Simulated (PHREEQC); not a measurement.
0.016 g of hydrous ferric oxide (600 m²/g; 0.2 weak and 0.005 strong sites per Fe, Dzombak-Morel constants, diffuse double layer) in 1 kg of water with 0.001 mol/kgw of an inert sodium salt and 0.053 mmol/kgw ZnSO4 and 0.042 mmol/kgw Na2HAsO4, at 25 °C; the pH is set by adding NaOH or the inert anion's acid. O2 is buffered at 0.21 atm. CO2 from the air is kept out. Precipitation was switched off in this run.

The series has 13 steps of pH, from 4 to 12.

The numbers come from PHREEQC with the ion-association model, wateq4f.dat.

**Question.** Near which pH is half of the As sorbed, and on which side is more sorbed?

**Answer.** Near pH 6.8, with more sorbed at lower pH.

**Question.** At which pH does the surface charge pass through zero?

**Answer.** Near pH 5.6.

Along this series the solution becomes supersaturated in solids that the run did not let form, among them Zincite(c). The database has no arsenate complexes of Zn.
